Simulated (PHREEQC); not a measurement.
A PHREEQC speciation (ion-association model, wateq4f.dat) at 25 °C gives pH 5.80 and these molalities:

| species | mol/kgw |
|---|---|
| Zn+2 | 0.00459 |
| SO4-2 | 0.00453 |
| ZnSO4 | 0.00174 |
| Zn(SO4)2-2 | 6.52e-5 |
| ZnOH+ | 2.21e-6 |
| H+ | 1.77e-6 |

What are the element totals, and what could have been dissolved in 1 kg of water to give them?

This is not unique; one that fits is totals S(6) 0.00640, Zn 0.00640 mol/kgw, from 0.0064 mol ZnSO4 per kg of water.

This is a speciation only: nothing precipitates in the calculation. Complexes and solids missing from the database can't appear.
